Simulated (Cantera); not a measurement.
Input: 1 mol Si2H6, 0.33 mol O2, at 0.0440 bar.

Method: chemical equilibrium by Gibbs-energy minimisation in Cantera with the NASA 1993 tables (ideal gas, pure condensed phases). Candidate condensed phases: H2O, Si, SiO2; 18 gas species. The feed counts by its element totals alone. Mutual solubility and eutectic melting of coexisting phases are not modelled. The tables hold silica as quartz up to 1696 K and as liquid above; real silica turns to tridymite and cristobalite and melts near 1996 K. Gases not in the tables: Si2H6 and higher silanes. Rates play no part.

x: gas mole fraction; n: condensed amount in mol.

| T (K) | x H2 | x SiO | x H | x Si | x SiH | n Si(s) | n SiO2(β-quartz) | n Si(l) |
|---|---|---|---|---|---|---|---|---|
| 1598 | 0.937 | 0.0626 | 0.000246 | 2.13e-6 | 9.47e-7 | 1.57 | 0.230 | 0 |
| 1648 | 0.864 | 0.136 | 0.000395 | 5.85e-6 | 2.10e-6 | 1.43 | 0.0942 | 0 |
| 1698 | 0.819 | 0.180 | (withheld) | (withheld) | (withheld) | 0 | 0 | 1.34 |
| 1748 | 0.819 | 0.180 | 0.000986 | 3.31e-5 | 8.36e-6 | 0 | 0 | 1.34 |
| 1798 | 0.818 | 0.180 | 0.00152 | 7.01e-5 | 1.53e-5 | 0 | 0 | 1.34 |
| 1848 | 0.817 | 0.180 | 0.00229 | 0.000143 | 2.70e-5 | 0 | 0 | 1.34 |
| 1898 | 0.816 | 0.180 | 0.00337 | 0.000279 | 4.62e-5 | 0 | 0 | 1.34 |
| 1948 | 0.815 | 0.180 | (withheld) | (withheld) | (withheld) | 0 | 0 | 1.34 |
| 1998 | 0.812 | 0.180 | 0.00689 | 0.000967 | 0.000125 | 0 | 0 | 1.34 |

Complete the blanks.


- 1948, x H: 0.00486
- 1948, x Si: 0.000528
- 1948, x SiH: 7.68e-5
- 1698, x H: 0.000624
- 1698, x Si: 1.49e-5
- 1698, x SiH: 4.41e-6
